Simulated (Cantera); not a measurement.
**Thermodynamics of chlorosilane synthesis and conversion, feed Si + HCl + H2**

A closed system holds: 1 mol Si, a varied amount of HCl, 5.8 mol H2, equilibrated at 577 °C and 0.210 bar.

Method: chemical equilibrium by Gibbs-energy minimisation in Cantera with the NASA 1993 tables (ideal gas, pure condensed phases). Candidate condensed phases: Si; 19 gas species. The tables' values for SiCl3 are old estimates; treat these amounts as uncertain. Equilibrium is a limit: real reactors are often held back by kinetics, nucleation or transport.

From 0.5 mol HCl to 3.4 mol HCl the condensed part is Si(s). At 4 mol HCl nothing is condensed. The main Si-bearing gas is SiCl4 throughout. The share of Si in condensed phases is highest at 0.5 mol HCl (86.3 %) and lowest at 4 mol HCl (0.0 %).

```json
[
 {"n(HCl) (mol)": "0.5", "x H2": "0.975", "x SiCl4": "0.0128", "x SiHCl3": "0.00881", "x HCl": "0.00235", "x SiH2Cl2": "0.000534", "x SiCl3": "3.48e-5", "x SiCl2": "6.74e-6", "x SiH3Cl": "7.68e-6", "n Si(s)": "0.863"},
 {"n(HCl) (mol)": "0.6", "x H2": "0.971", "x SiCl4": "0.0155", "x SiHCl3": "0.0102", "x HCl": "0.00246", "x SiH2Cl2": "0.000585", "x SiCl3": "4.02e-5", "x SiCl2": "7.42e-6", "x SiH3Cl": "8.00e-6", "n Si(s)": "0.836"},
 {"n(HCl) (mol)": "0.71", "x H2": "0.967", "x SiCl4": "0.0184", "x SiHCl3": "0.0115", "x HCl": "0.00256", "x SiH2Cl2": "0.000635", "x SiCl3": "4.59e-5", "x SiCl2": "8.09e-6", "x SiH3Cl": "8.30e-6", "n Si(s)": "0.806"},
 {"n(HCl) (mol)": "0.85", "x H2": "0.961", "x SiCl4": "0.0221", "x SiHCl3": "0.0132", "x HCl": "0.00268", "x SiH2Cl2": "0.000692", "x SiCl3": "5.26e-5", "x SiCl2": "8.86e-6", "x SiH3Cl": "8.62e-6", "n Si(s)": "0.768"},
 {"n(HCl) (mol)": "1", "x H2": "0.956", "x SiCl4": "0.0260", "x SiHCl3": "0.0149", "x HCl": "0.00278", "x SiH2Cl2": "0.000746", "x SiCl3": "5.94e-5", "x SiCl2": "9.61e-6", "x SiH3Cl": "8.89e-6", "n Si(s)": "0.728"},
 {"n(HCl) (mol)": "1.2", "x H2": "0.948", "x SiCl4": "0.0311", "x SiHCl3": "0.0169", "x HCl": "0.00289", "x SiH2Cl2": "0.000809", "x SiCl3": "6.78e-5", "x SiCl2": "1.05e-5", "x SiH3Cl": "9.19e-6", "n Si(s)": "0.674"},
 {"n(HCl) (mol)": "1.4", "x H2": "0.941", "x SiCl4": "0.0360", "x SiHCl3": "0.0188", "x HCl": "0.00299", "x SiH2Cl2": "0.000864", "x SiCl3": "7.57e-5", "x SiCl2": "1.13e-5", "x SiH3Cl": "9.43e-6", "n Si(s)": "0.620"},
 {"n(HCl) (mol)": "1.7", "x H2": "0.931", "x SiCl4": "0.0430", "x SiHCl3": "0.0214", "x HCl": "0.00311", "x SiH2Cl2": "0.000935", "x SiCl3": "8.65e-5", "x SiCl2": "1.24e-5", "x SiH3Cl": "9.70e-6", "n Si(s)": "0.539"},
 {"n(HCl) (mol)": "2", "x H2": "0.922", "x SiCl4": "0.0497", "x SiHCl3": "0.0237", "x HCl": "0.00321", "x SiH2Cl2": "0.000995", "x SiCl3": "9.64e-5", "x SiCl2": "1.33e-5", "x SiH3Cl": "9.91e-6", "n Si(s)": "0.459"},
 {"n(HCl) (mol)": "2.4", "x H2": "0.911", "x SiCl4": "0.0581", "x SiHCl3": "0.0265", "x HCl": "0.00332", "x SiH2Cl2": "0.00106", "x SiCl3": "0.000108", "x SiCl2": "1.44e-5", "x SiH3Cl": "1.01e-5", "n Si(s)": "0.352"},
 {"n(HCl) (mol)": "2.9", "x H2": "0.898", "x SiCl4": "0.0679", "x SiHCl3": "0.0296", "x HCl": "0.00342", "x SiH2Cl2": "0.00113", "x SiCl3": "0.000122", "x SiCl2": "1.55e-5", "x SiH3Cl": "1.03e-5", "n Si(s)": "0.218"},
 {"n(HCl) (mol)": "3.4", "x H2": "0.886", "x SiCl4": "0.0768", "x SiHCl3": "0.0322", "x HCl": "0.00351", "x SiH2Cl2": "0.00119", "x SiCl3": "0.000134", "x SiCl2": "1.65e-5", "x SiH3Cl": "1.04e-5", "n Si(s)": "0.0852"},
 {"n(HCl) (mol)": "4", "x H2": "0.874", "x SiCl4": "0.101", "x SiHCl3": "0.0120", "x HCl": "0.0123", "x SiH2Cl2": "0.000124", "x SiCl3": "5.01e-5", "x SiCl2": "1.75e-6", "x SiH3Cl": "3.07e-7", "n Si(s)": "0"}
]
```
x: gas mole fraction; n: condensed amount in mol.
